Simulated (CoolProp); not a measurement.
Model: reference Helmholtz-energy equation of state, Lemmon 2006, in CoolProp. It is a short technical equation, of lower accuracy than the large ones.

Question: Give the vapour pressure (MPa), enthalpy of vaporisation (kJ/kg), vapour Z, surface tension (mN/m) of saturated acetone at 298.8, 349.7 K.

Answer: 
```csv
T (K),p (MPa),enthalpy of vaporisation (kJ/kg),vapour Z,surface tension (mN/m)
298.8,0.0316,534,0.974,22.6
349.7,0.195,478,0.923,16.4
```

Surface tension comes from a separate correlation (Mulero 2012).
